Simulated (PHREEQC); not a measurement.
Consider water at 25 °C with 7.4 mmol/kgw CdBr2 and 10 mmol/kgw NaHF2. Closed to the air; pH follows from the charge balance.

Computed with PHREEQC (ion-association model, phreeqc.dat).

Each row changes one thing in this solution. No solid was allowed to form.

```tsv
case	pH	ionic strength (mol/kgw)	F- (mol/kgw)	HF (mol/kgw)	HF2- (mol/kgw)	NaF (mol/kgw)
as made	3.16	0.0254	0.0101	0.00887	0.000345	4.24e-5
diluted 10-fold with water	3.47	0.00336	0.00135	0.000639	3.30e-6	6.81e-7
diluted 2-fold with water	3.23	0.0139	0.00545	0.00426	8.91e-5	1.23e-5
CdBr2 left out	3.19	0.0107	0.0103	0.00894	0.000354	4.76e-5
temperature from 25 to 35 °C	3.23	0.0254	0.01000	0.00896	0.000367	4.16e-5
```

Species that the database lacks are ignored.
